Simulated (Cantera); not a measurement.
Charge: 1 mol Si₂Cl₆, 12 mol NH₃, 5.8 mol N₂, held at 0.00130 bar.

Method: chemical equilibrium by Gibbs-energy minimisation in Cantera with the NASA 1993 tables (ideal gas, pure condensed phases). Candidate condensed phases: NH₄Cl, Si, Si₃N₄; 28 gas species. The feed counts by its element totals alone. Gases not in the tables: Si₂H₆ and higher silanes. Kinetics and transport are ignored.

### Question
Which condensed phases are stable at each of these points (T (K)): 800, 900, 1000, 1100, 1200, 1300, 1400, 1500, 1600, 1700, 1800, 1900, 2000?

### Answer
```csv
T (K),condensed phases,Si condensed (%)
800,Si₃N₄(s),98.4
900,Si₃N₄(s),99.1
1000,Si₃N₄(s),99.4
1100,Si₃N₄(s),99.5
1200,Si₃N₄(s),99.1
1300,Si₃N₄(s),96.1
1400,Si₃N₄(s),84.0
1500,Si₃N₄(s),57.6
1600,Si₃N₄(s),26.3
1700,Si(l),17.5
1800,Si(l),17.1
1900,Si(l),6.3
2000,gas only,0.0
```

From 800 K to 1600 K the condensed part is Si₃N₄(s). From 1700 K to 1900 K the condensed part is Si(l). At 2000 K nothing is condensed.
